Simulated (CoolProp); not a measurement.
Properties of R1132(E) along the isobar 768 kPa (Tc = 75.7 °C, pc = 5174 kPa, ω = 0.245).

The numbers come from the reference Helmholtz-energy equation of state, Akasaka 2024 in CoolProp.

| T (°C) | phase | Z | cp (kJ/(kg K)) | cv (kJ/(kg K)) | isothermal compressibility (1/MPa) | expansivity (1/kK) |
|---|---|---|---|---|---|---|
| 31.15 | gas | 0.9120 | 1.057 | (withheld) | 1.438 | 4.465 |
| 41.75 | gas | 0.9225 | 1.059 | 0.8711 | (withheld) | 4.155 |
| 52.35 | gas | 0.9313 | 1.064 | 0.8839 | 1.404 | 3.897 |
| 63.05 | gas | 0.9389 | (withheld) | 0.8976 | (withheld) | 3.675 |
| 73.65 | gas | 0.9454 | 1.081 | 0.9119 | 1.380 | 3.485 |
| 84.25 | gas | 0.9510 | 1.092 | 0.9266 | 1.371 | 3.319 |
| 94.95 | gas | 0.9560 | 1.103 | 0.9419 | 1.364 | 3.171 |
| 105.55 | gas | (withheld) | 1.116 | 0.9573 | 1.357 | 3.039 |
| 116.25 | gas | 0.9642 | 1.129 | 0.9731 | 1.351 | 2.920 |
| 126.85 | gas | 0.9675 | 1.143 | 0.9888 | (withheld) | 2.812 |

Fill in the missing entries.


- 31.15, cv (kJ/(kg K)): 0.8594
- 41.75, isothermal compressibility (1/MPa): 1.419
- 63.05, cp (kJ/(kg K)): 1.072
- 63.05, isothermal compressibility (1/MPa): 1.391
- 105.55, Z: 0.9603
- 126.85, isothermal compressibility (1/MPa): 1.346
